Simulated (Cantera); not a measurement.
An adiabatic, constant-volume homogeneous reactor starts with CH4 : O2 : N2 = 1 : 3.77 : 14.2 (molar parts), equivalence ratio 0.53, at 1275 K and 9.87 atm.

Model: GRI-Mech 3.0 (53 species, 325 reactions), integrated in Cantera.

Q: Predict: time of steepest temperature rise; temperature at 0.200 s; equilibrium temperature; x(O2) at 0.200 s; x(H2O2) at 0.200 s.

A: 
| Item | Value |
|---|---|
| time of steepest temperature rise | 1.42 ms |
| temperature at 0.200 s | 2555 K |
| equilibrium temperature | 2555 K |
| x(O2) at 0.200 s | 0.0842 (gas-phase equilibrium 0.0842) |
| x(H2O2) at 0.200 s | 1.04e-6 (gas-phase equilibrium 1.04e-6) |
